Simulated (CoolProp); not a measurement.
The fluid at 293.15 K and 0.502 MPa (stagnation) flows isentropically through a choked orifice. The same conditions are run with several fluids, on thermodynamics alone (safety and materials aside).

Computed with CoolProp (reference Helmholtz-energy equation of state of each fluid (CH2F2 (R32): Tillner-Roth 1997; R13: Platzer 1990; R507A: Lemmon 2003; ethane: Bücker 2006; R22: Kamei 1995)). The equations of Platzer and Polt are older, rougher fits. Blends and air are pseudo-pure fits.

```json
[
 {"fluid": "CH2F2 (R32)", "throat to inlet pressure ratio": "0.556", "mass flux (kg/(m² s))": "1570", "throat temperature (K)": "260.0"},
 {"fluid": "R13", "throat to inlet pressure ratio": "0.578", "mass flux (kg/(m² s))": "2140", "throat temperature (K)": "272.1"},
 {"fluid": "R507A", "throat to inlet pressure ratio": "0.590", "mass flux (kg/(m² s))": "2080", "throat temperature (K)": "276.1"},
 {"fluid": "ethane", "throat to inlet pressure ratio": "0.566", "mass flux (kg/(m² s))": "1160", "throat temperature (K)": "265.8"},
 {"fluid": "R22", "throat to inlet pressure ratio": "0.572", "mass flux (kg/(m² s))": "1990", "throat temperature (K)": "267.3"}
]
```
